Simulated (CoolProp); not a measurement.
Saturation properties of R245ca (Tc = 174.4 °C, pc = 39.41 bar, ω = 0.355).

Model: reference Helmholtz-energy equation of state, Zhou 2016, in CoolProp.

```csv
T (°C),p (bar),liquid density (kg/m³),enthalpy of vaporisation (kJ/kg),liquid cp (kJ/(kg K)),surface tension (mN/m)
9.55,0.5298,1425,213.0,1.358,___
28.85,___,1378,202.1,1.385,15.8
48.05,2.266,1328,190.8,1.418,13.3
67.25,4.046,1274,178.6,1.459,10.9
86.45,6.730,1216,165.2,1.510,8.51
105.65,10.58,___,149.9,1.579,6.25
124.85,15.88,1076,131.7,1.689,4.13
144.05,23.01,980.6,___,1.915,2.21
```

Complete the blanks.


- 9.55, surface tension (mN/m): 18.3
- 28.85, p (bar): 1.161
- 105.65, liquid density (kg/m³): 1151
- 144.05, enthalpy of vaporisation (kJ/kg): 108.1

It boils at 25.3 °C under 1 atm.

Surface tension comes from a separate correlation (Mulero 2012).
